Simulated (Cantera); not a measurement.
Cantera run:

```python
import numpy as np
import cantera as ct

gas_names = """
    CL CLO CL2 H HCL HNO HNO2 HNO3 HOCL HO2 H2 H2O H2O2 N NH NH2 NH3 NH2OH NO NO2 NO3 N2 N2H2 N2H4 N2O O
    OH O2 O3 Si SiCL SiCL2 SiCL3 SiCL4 SiH SiHCL3 SiH2 SiH2CL2 SiH3 SiH3CL SiH4 SiN SiO SiO2 Si2 Si2N
    Si3
""".split()
cond_names = """
    H2O(s) H2O(L) NH4CL(a) NH4CL(b) Si(cr) Si(L) SiO2(Lqz) SiO2(hqz) SiO2(L) Si2N2O(s) Si3N4(a)
""".split()


def load(file, names, dense=False):
    # The tables refer to 1 bar. Condensed volumes are neglected.
    table = {s.name: s for s in ct.Species.list_from_file(file)}
    out = []
    for n in names:
        d = dict(table[n].input_data)
        d["thermo"] = dict(d["thermo"], **{"reference-pressure": 1e5})
        if dense:
            d["equation-of-state"] = {"model": "constant-volume", "density": "1e6 g/cm^3"}
        out.append(ct.Species.from_dict(d))
    return out


gas = ct.Solution(thermo="ideal-gas", species=load("nasa_gas.yaml", gas_names))
cond = {s.name: ct.Solution(thermo="fixed-stoichiometry", species=[s], name=s.name)
        for s in load("nasa_condensed.yaml", cond_names, dense=True)}
atoms = {
    'SiO2': {'Si': 1, 'O': 2},
    'Cl2': {'CL': 2},
    'N2': {'N': 2},
    'H2': {'H': 2},
}
top_T = {'Si2N2O(s)': 2100, 'Si3N4(a)': 2400}  # K; cautious upper limits of use, not melting points


def equilibrate(T, P, feed):
    n = {}
    for name, mol in feed.items():
        for a, k in atoms[name].items():
            n[a] = n.get(a, 0.0) + k * mol
    gas.TPX = T, P, n
    mass = sum(n.values()) * gas.mean_molecular_weight
    gas.equilibrate("TP")
    valid = [c for c in cond.values() if c.min_temp <= T <= top_T.get(c.name, c.max_temp)]
    mix = ct.Mixture([(gas, mass / gas.mean_molecular_weight)] + [(c, 0.0) for c in valid])
    mix.T, mix.P = T, P
    mix.equilibrate("TP", solver="vcs", rtol=1e-11, max_steps=5000)
    return mix


results = []
feed = {'SiO2': 1, 'Cl2': 41, 'N2': 0.57, 'H2': 0.15}  # mol
P = 9900  # Pa
for T in [798, 898, 998, 1098, 1198, 1298, 1398, 1498, 1598, 1698]:
    mix = equilibrate(T, P, feed)
    results.append((T, P, feed, dict(zip(mix.species_names, mix.species_moles))))

top = {s: max(r[3][s] / sum(r[3][g] for g in gas_names) for r in results) for s in gas_names}
cols = sorted((s for s in top if top[s] > 1e-06), key=lambda s: -top[s])[:9]
seen = [c for c in cond_names if any(r[3].get(c, 0) > 1e-12 for r in results)]
print("log10 of partial pressures in bar; condensed amounts in mol")
print(f"{'T/K':>10s}" + "".join(f"{s[:9]:>10s}" for s in cols + seen))
for T, P, feed, n in results:
    ng = sum(n[g] for g in gas_names)
    print(f"{T:10.4g}" + "".join(f"{np.log10(max(n[s] / ng * P / 1e5, 1e-99)):10.3f}" for s in cols)
          + "".join(f"{n.get(c, 0):10.4g}" for c in seen))
```

It prints:

```
log10 of partial pressures in bar; condensed amounts in mol
       T/K       CL2        CL        N2       HCL     SiCL4        O2       CLO        NO         O SiO2(Lqz) SiO2(hqz)   SiO2(L)
       798    -1.014    -5.556    -2.869    -3.148    -7.838    -7.858   -10.397   -10.686   -17.068         1         0         0
       898    -1.014    -4.654    -2.869    -3.148    -6.947    -6.952    -9.203    -9.567   -14.777         0         1         0
       998    -1.014    -3.931    -2.869    -3.148    -6.232    -6.235    -8.252    -8.676   -12.947         0    0.9998         0
      1098    -1.016    -3.338    -2.870    -3.149    -5.647    -5.652    -7.476    -7.949   -11.451         0     0.999         0
      1198    -1.020    -2.845    -2.872    -3.151    -5.164    -5.170    -6.833    -7.346   -10.204         0    0.9971         0
      1298    -1.030    -2.429    -2.877    -3.156    -4.762    -4.770    -6.296    -6.841    -9.153         0    0.9926         0
      1398    -1.052    -2.079    -2.888    -3.166    -4.431    -4.441    -5.849    -6.419    -8.258         0    0.9837         0
      1498    -1.094    -1.786    -2.906    -3.185    -4.166    -4.180    -5.484    -6.069    -7.494         0    0.9687         0
      1598    -1.164    -1.546    -2.936    -3.215    -3.969    -3.986    -5.200    -5.787    -6.842         0    0.9472         0
      1698    -1.274    -1.358    -2.978    -3.256    -3.844    -3.864    -4.997    -5.571    -6.291         0         0    0.9224
```

Equilibrium computed with Cantera from the NASA thermochemical tables; the gas is ideal and each condensed phase is pure. The tables hold silica as quartz up to 1696 K and as liquid above; real silica turns to tridymite and cristobalite and melts near 1996 K.
